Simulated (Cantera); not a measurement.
An adiabatic, constant-pressure homogeneous reactor starts with 8.18 % CH₄, 18.2 % O₂, 68.4 % N₂, 5.24 % CO₂, equivalence ratio 0.90, at 1575 K and 0.770 atm.

Model: GRI-Mech 3.0 (53 species, 325 reactions), integrated in Cantera.

### Question
Predict: time of steepest temperature rise; temperature at 1.00 s; equilibrium temperature; x(O₂) at 1.00 s; x(CO₂) at 1.00 s; x(H₂) at 1.00 s; x(OH) at 1.00 s.

### Answer
```
Quantity                                                            Result
---------------------------------  ---------------------------------------
time of steepest temperature rise                                 0.745 ms
temperature at 1.00 s                                               2636 K
equilibrium temperature                                             2636 K
x(O₂) at 1.00 s                      0.0319 (gas-phase equilibrium 0.0319)
x(CO₂) at 1.00 s                     0.0883 (gas-phase equilibrium 0.0883)
x(H₂) at 1.00 s                    0.00973 (gas-phase equilibrium 0.00973)
x(OH) at 1.00 s                      0.0169 (gas-phase equilibrium 0.0169)
```
